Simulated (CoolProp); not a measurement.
Saturated liquid density (kg/m³) of R1123: the reference equation beside estimates from Tc = 331.7 K, pc = 4.549 MPa, ω = 0.243. Rackett uses Z = 0.29056 − 0.08775 ω.

Computed with CoolProp (reference Helmholtz-energy equation of state, Akasaka 2020).

```tsv
T (K)	reference	Rackett	van der Waals	Redlich-Kwong	Soave-Redlich-Kwong	Peng-Robinson
219	1322	1317	798.0	1165	1205	1363
225.1	1303	1297	786.3	1144	1186	1342
231.2	1282	1277	774.2	1123	1166	1320
237.3	1262	1256	761.7	1101	1145	1297
243.5	1240	1234	748.4	1077	1122	1272
249.6	1218	1212	734.9	1053	1098	1246
255.7	1195	1189	720.9	1028	1074	1218
261.8	1171	1165	706.2	1001	1047	1189
267.9	1146	1140	690.7	973.6	1020	1157
```

Absolute difference from the reference over all 9 rows, mean and median: Rackett 0.5 and 0.5 %, van der Waals 39.7 and 39.7 %, Redlich-Kwong 13.3 and 13.1 %, Soave-Redlich-Kwong 9.7 and 9.5 %, Peng-Robinson 2.3 and 2.6 %.
